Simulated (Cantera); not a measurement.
Input (Python, Cantera) and output of one run.

```python
import numpy as np
import cantera as ct

gas_names = """
    Fe FeO Fe(OH)2 H HO2 H2 H2O H2O2 H2S H2SO4 O OH O2 O3 S SH SO SO2 SO3 S2 S2O S8
""".split()
cond_names = """
    Fe(a) Fe(c) Fe(d) Fe(L) FeO(s) FeO(L) Fe(OH)2(s) Fe(OH)3(s) FeS(a) FeS(b) FeS(c) FeS(L) FeSO4(s)
    FeS2(s) Fe2O3(s) Fe2S3O12(s) Fe3O4(s) H2O(s) H2O(L) H2SO4(L) S(cr1) S(cr2) S(L)
""".split()


# ... load() reads the species with a 1 bar reference pressure and builds the phases ...
atoms = {
    'Fe2O3': {'Fe': 2, 'O': 3},
    'SO3': {'S': 1, 'O': 3},
    'H2O': {'H': 2, 'O': 1},
}
top_T = {'FeSO4(s)': 950, 'FeS2(s)': 1010, 'Fe2O3(s)': 1830, 'Fe2S3O12(s)': 1100, 'Fe3O4(s)': 1870}  # K; cautious upper limits of use, not melting points


# ... equilibrate(T, P, feed) seeds the gas with the atoms and calls Mixture.equilibrate('TP', solver="vcs", rtol=1e-11, max_steps=5000) ...
results = []
feed = {'Fe2O3': 1, 'SO3': 1.2, 'H2O': 5.6}  # mol
P = 82000  # Pa
for T in [1273, 1323, 1373, 1423, 1473, 1523, 1573, 1623, 1673, 1723, 1773, 1823]:
    mix = equilibrate(T, P, feed)
    results.append((T, P, feed, dict(zip(mix.species_names, mix.species_moles))))
    x = sorted(zip(gas.X, gas.species_names), reverse=True)
    print(f"T = {T:g} K  P = {P:g} Pa  gas = {mix.phase_moles(0):.4g} mol")
    print("   x: " + "  ".join(f"{s} {v:.3e}" for v, s in x if v > 0.0001))
    print("   condensed (mol): " + ("  ".join(f"{mix.phase(i).name} {mix.phase_moles(i):.4g}"
          for i in range(1, mix.n_phases) if mix.phase_moles(i) > 1e-12) or "none"))
```

It prints:

```
T = 1273 K  P = 82000 Pa  gas = 7.378 mol
   x: H2O 7.590e-01  SO2 1.568e-01  O2 7.838e-02  SO3 5.863e-03
   condensed (mol): Fe2O3(s) 1
T = 1323 K  P = 82000 Pa  gas = 7.384 mol
   x: H2O 7.583e-01  SO2 1.583e-01  O2 7.914e-02  SO3 4.216e-03
   condensed (mol): Fe2O3(s) 1
T = 1373 K  P = 82000 Pa  gas = 7.389 mol
   x: H2O 7.579e-01  SO2 1.593e-01  O2 7.964e-02  SO3 3.096e-03
   condensed (mol): Fe2O3(s) 1
T = 1423 K  P = 82000 Pa  gas = 7.392 mol
   x: H2O 7.576e-01  SO2 1.600e-01  O2 7.999e-02  SO3 2.320e-03
   condensed (mol): Fe2O3(s) 1
T = 1473 K  P = 82000 Pa  gas = 7.394 mol
   x: H2O 7.573e-01  SO2 1.605e-01  O2 8.023e-02  SO3 1.771e-03  OH 1.400e-04
   condensed (mol): Fe2O3(s) 1
T = 1523 K  P = 82000 Pa  gas = 7.395 mol
   x: H2O 7.571e-01  SO2 1.609e-01  O2 8.039e-02  SO3 1.375e-03  OH 2.167e-04
   condensed (mol): Fe2O3(s) 1
T = 1573 K  P = 82000 Pa  gas = 7.397 mol
   x: H2O 7.569e-01  SO2 1.611e-01  O2 8.050e-02  SO3 1.085e-03  OH 3.263e-04
   condensed (mol): Fe2O3(s) 1
T = 1623 K  P = 82000 Pa  gas = 7.564 mol
   x: H2O 7.401e-01  SO2 1.577e-01  O2 1.008e-01  SO3 9.496e-04  OH 5.008e-04
   condensed (mol): Fe3O4(s) 0.6667
T = 1673 K  P = 82000 Pa  gas = 7.565 mol
   x: H2O 7.398e-01  SO2 1.578e-01  O2 1.008e-01  SO3 7.705e-04  OH 7.183e-04
   condensed (mol): Fe3O4(s) 0.6666
T = 1723 K  P = 82000 Pa  gas = 7.567 mol
   x: H2O 7.395e-01  SO2 1.580e-01  O2 1.008e-01  OH 1.009e-03  SO3 6.329e-04
   condensed (mol): Fe3O4(s) 0.6666
T = 1773 K  P = 82000 Pa  gas = 7.568 mol
   x: H2O 7.391e-01  SO2 1.580e-01  O2 1.007e-01  OH 1.389e-03  SO3 5.256e-04  H2 1.073e-04
   condensed (mol): Fe3O4(s) 0.6666
T = 1823 K  P = 82000 Pa  gas = 7.57 mol
   x: H2O 7.387e-01  SO2 1.581e-01  O2 1.007e-01  OH 1.880e-03  SO3 4.411e-04  H2 1.711e-04
   condensed (mol): Fe3O4(s) 0.6666
```

Equilibrium computed with Cantera from the NASA thermochemical tables; the gas is ideal and each condensed phase is pure.
